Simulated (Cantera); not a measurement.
An isothermal, constant-pressure homogeneous reactor starts with 7.32 % H₂, 92.7 % O₂, at 1275 K and 0.00380 bar.

Cantera simulation using the H2/O2 subset of GRI-Mech 3.0, which has no nitrogen chemistry; the numbers are that mechanism's predictions, not measurements. Radical loss at walls, strong at low pressure, is not modelled. The temperature is held fixed by assumption; the heat of reaction is taken as removed at once.

x: mole fraction; the columns are a selection and need not sum to one.

| t (s) | x H₂ | x O₂ | x O | x HO₂ | x H₂O | x H₂O₂ |
|---|---|---|---|---|---|---|
| 9.00e-6 | 0.0732 | 0.927 | 2.35e-11 | 6.07e-10 | <1e-12 | <1e-12 |
| 3.88e-5 | 0.0732 | 0.927 | 3.90e-10 | 2.62e-9 | 3.63e-11 | <1e-12 |
| 0.000167 | 0.0732 | 0.927 | 5.50e-9 | 1.13e-8 | 2.12e-9 | 2.96e-12 |
| 0.000722 | 0.0732 | 0.927 | 1.03e-7 | 4.87e-8 | 1.22e-7 | 5.44e-11 |
| 0.00311 | 0.0727 | 0.926 | 0.000231 | 3.14e-7 | 0.000370 | … |
| 0.0134 | 0.00166 | 0.870 | 0.0468 | 1.06e-6 | 0.0619 | 3.13e-8 |
| 0.0579 | 0.00153 | 0.876 | 0.0423 | 1.05e-6 | 0.0634 | 3.18e-8 |
| 0.249 | 0.00106 | 0.892 | 0.0279 | 9.78e-7 | 0.0678 | 3.26e-8 |
| 1.08 | 0.000290 | 0.915 | 0.00723 | 6.26e-7 | 0.0736 | … |
| 4.64 | 2.58e-5 | 0.923 | 0.000634 | 1.51e-7 | 0.0755 | … |
| 20.0 | 2.14e-6 | 0.924 | 5.26e-5 | 2.32e-8 | 0.0759 | … |

Q: What belongs in the gaps?

A: 
- 0.00311, x H₂O₂: 1.07e-9
- 1.08, x H₂O₂: 2.63e-8
- 4.64, x H₂O₂: 9.97e-9
- 20.0, x H₂O₂: 2.32e-9
